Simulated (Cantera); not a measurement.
A perfectly stirred reactor is fed with C2H6 : N2 = 1 : 4 (molar parts), at 0.00109 atm; it is held at 1000 K, and followed from long to short residence time.

Detailed kinetics in Cantera: GRI-Mech 3.0 (53 species, 325 reactions). GRI-Mech 3.0 stops at C3 and has no aromatics, soot or wall deposition, so with more carbon than oxygen in the feed, carbon stays in small species such as C2H2 where larger ones or solid carbon would form. Radical loss at walls, strong at low pressure, is not modelled.

Q: What does this change do: C2H6 1 to 0.16 parts?

A: 
```json
[
 {"quantity": "x(C2H6) at τ = 7.50 s", "before": "0.187", "after": "0.0369"},
 {"quantity": "x(H) at τ = 7.50 s", "before": "4.24e-7", "after": "2.94e-7"},
 {"quantity": "x(H2) at τ = 7.50 s", "before": "0.0101", "after": "0.00140"},
 {"quantity": "x(CH4) at τ = 7.50 s", "before": "0.000977", "after": "0.000113"},
 {"quantity": "x(CH3) at τ = 7.50 s", "before": "8.78e-6", "after": "5.33e-6"},
 {"quantity": "x(C2H6) at τ = 53.0 ms", "before": "0.200", "after": "0.0385"},
 {"quantity": "x(H) at τ = 53.0 ms", "before": "4.59e-9", "after": "8.23e-10"},
 {"quantity": "x(H2) at τ = 53.0 ms", "before": "8.40e-7", "after": "2.89e-8"},
 {"quantity": "x(CH4) at τ = 53.0 ms", "before": "4.41e-7", "after": "2.06e-8"},
 {"quantity": "x(CH3) at τ = 53.0 ms", "before": "5.93e-7", "after": "1.44e-7"}
]
```

Q: What does this change do: pressure from 0.00109 atm to 0.00375 atm?

A: 
| quantity | before | after |
|---|---|---|
| x(C2H6) at τ = 7.50 s | 0.187 | 0.168 |
| x(H) at τ = 7.50 s | 4.24e-7 | 3.40e-7 |
| x(H2) at τ = 7.50 s | 0.0101 | 0.0246 |
| x(CH4) at τ = 7.50 s | 0.000977 | 0.00202 |
| x(CH3) at τ = 7.50 s | 8.78e-6 | 4.89e-6 |
| x(C2H6) at τ = 53.0 ms | 0.200 | 0.200 |
| x(H) at τ = 53.0 ms | 4.59e-9 | 1.61e-8 |
| x(H2) at τ = 53.0 ms | 8.40e-7 | 1.01e-5 |
| x(CH4) at τ = 53.0 ms | 4.41e-7 | 1.66e-6 |
| x(CH3) at τ = 53.0 ms | 5.93e-7 | 6.48e-7 |
